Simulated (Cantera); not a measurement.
A closed system holds: 1 mol Mg(OH)₂, 0.15 mol C, 0.47 mol H₂O, equilibrated at 1 atm.

Method: chemical equilibrium by Gibbs-energy minimisation in Cantera with the NASA 1993 tables (ideal gas, pure condensed phases). Candidate condensed phases: C, C₆H₆, C₇H₈, C₈H₁₈, H₂O, Mg, MgCO₃, MgO, Mg(OH)₂; 116 gas species. Rates play no part.

Q: At 1923 K, list the 5 most abundant gas species with their mole fractions, and the condensed phases.

A: H₂O 0.763, H₂ 0.144, CO₂ 0.0512, CO 0.0414, H 0.000355. Condensed: MgO(s).
